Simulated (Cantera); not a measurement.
Hydrocarbon pyrolysis for carbon deposition

An isothermal, constant-pressure homogeneous reactor starts with 4.00 % CH₄, 96.0 % N₂, at 1823 K and 0.000148 atm.

Detailed kinetics in Cantera: GRI-Mech 3.0 (53 species, 325 reactions). GRI-Mech 3.0 stops at C3 and has no aromatics, soot or wall deposition, so with more carbon than oxygen in the feed, carbon stays in small species such as C2H2 where larger ones or solid carbon would form. Radical loss at walls, strong at low pressure, is not modelled.

| t (s) | x CH₄ | x C₂H₄ | x H₂ | x H | x C₂H₆ |
|---|---|---|---|---|---|
| 0.000100 | 0.0400 | <1e-12 | 5.00e-10 | 3.93e-8 | <1e-12 |
| 0.000228 | 0.0400 | <1e-12 | 2.55e-9 | 8.81e-8 | <1e-12 |
| 0.000518 | 0.0400 | <1e-12 | 1.29e-8 | 1.93e-7 | <1e-12 |
| 0.00118 | 0.0400 | <1e-12 | 6.33e-8 | 4.06e-7 | <1e-12 |
| 0.00268 | 0.0400 | <1e-12 | 2.92e-7 | 7.77e-7 | <1e-12 |
| 0.00611 | 0.0400 | 7.70e-12 | 1.19e-6 | 1.24e-6 | <1e-12 |
| 0.0139 | 0.0400 | 1.74e-10 | 4.00e-6 | 1.54e-6 | <1e-12 |
| 0.0316 | 0.0400 | 3.30e-9 | 1.10e-5 | 1.59e-6 | 8.88e-12 |
| 0.0720 | 0.0399 | 4.93e-8 | 2.72e-5 | 1.60e-6 | 8.69e-11 |
| 0.164 | 0.0399 | 6.35e-7 | 6.48e-5 | 1.69e-6 | 6.28e-10 |
| 0.373 | 0.0397 | 7.49e-6 | 0.000163 | 2.16e-6 | 3.78e-9 |
| 0.848 | 0.0391 | 8.00e-5 | 0.000539 | 4.71e-6 | 2.08e-8 |
| 1.93 | 0.0365 | 0.000650 | 0.00315 | 1.95e-5 | 1.08e-7 |
| 4.39 | 0.0251 | 0.00147 | 0.0184 | 8.66e-5 | 3.23e-7 |
| 10.0 | 0.0108 | 0.000334 | 0.0408 | 0.000184 | 1.55e-7 |
x: mole fraction; the columns are a selection and need not sum to one.

Equilibrium at this temperature and pressure: CH₄ 4.91e-9, C₂H₄ 4.71e-10, H₂ 0.0534, H 0.00823, C₂H₆ <1e-12 (gas phase only).
